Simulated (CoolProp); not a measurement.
Vapour-liquid equilibrium of carbon monoxide (1) + methane (2) at 121.3 K; x and y are mole fractions of (1).

The numbers come from the multi-fluid Helmholtz-energy mixture model, Lemmon 2006 and Setzmann 1991; pair parameters Kunz 2012 in CoolProp.

| x | bubble pressure, mixture model (MPa) | bubble pressure, Raoult's law (MPa) | y, mixture model | y, Raoult's law |
|---|---|---|---|---|
| 0.05 | 0.3038 | 0.2995 | 0.325 | 0.335 |
| 0.15 | 0.5000 | 0.4793 | 0.611 | 0.628 |
| 0.25 | 0.6977 | 0.6590 | 0.738 | 0.761 |
| 0.35 | 0.8882 | 0.8388 | 0.808 | 0.838 |
| 0.45 | 1.066 | 1.019 | 0.853 | 0.887 |
| 0.55 | 1.232 | 1.198 | 0.884 | 0.921 |
| 0.65 | 1.388 | 1.378 | 0.909 | 0.947 |
| 0.75 | 1.543 | 1.558 | 0.932 | 0.966 |
| 0.85 | 1.708 | 1.738 | 0.956 | 0.982 |
| 0.95 | 1.898 | 1.917 | 0.983 | 0.995 |

The largest gap from Raoult's law is +5.9 % in bubble pressure, at x = 0.35. No azeotrope shows between x = 0.05 and 0.95.

Pair parameters are fitted to limited data, so mixtures are less certain than the pure fluids. The gap from Raoult's law changes sign with composition, which may be real or a fault of the pair parameters; it wasn't checked against measurements.
